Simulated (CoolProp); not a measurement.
Vapour-liquid equilibrium of CHF3 (R23) (1) + R143a (2) at -64.75 °C; x and y are mole fractions of (1).

Model: multi-fluid Helmholtz-energy mixture model, Penoncello 2003 and Lemmon and Jacobsen 2000; pair parameters Bell 2016, in CoolProp.

```tsv
x	bubble pressure, mixture model (MPa)	bubble pressure, Raoult's law (MPa)	y, mixture model	y, Raoult's law
0.05	[?]	0.05122	[?]	0.244
0.2	[?]	0.08266	[?]	0.606
0.35	0.1126	0.1141	0.762	0.768
0.5	[?]	0.1455	[?]	0.860
0.65	0.1785	0.1770	0.916	0.919
0.8	[?]	0.2084	0.956	0.961
0.95	0.2397	0.2399	0.989	0.992
```

Task: Fill in the missing entries.

Result: 
- 0.05, bubble pressure, mixture model (MPa): 0.04924
- 0.05, y, mixture model: 0.210
- 0.2, bubble pressure, mixture model (MPa): 0.07911
- 0.2, y, mixture model: 0.584
- 0.5, bubble pressure, mixture model (MPa): 0.1463
- 0.5, y, mixture model: 0.858
- 0.8, bubble pressure, mixture model (MPa): 0.2092

The largest gap from Raoult's law is -4.3 % in bubble pressure, at x = 0.2. No azeotrope shows between x = 0.05 and 0.95.

The pair parameters rest on a limited set of measurements; away from them the model extrapolates. The gap from Raoult's law changes sign with composition, which may be real or a fault of the pair parameters; it wasn't checked against measurements.
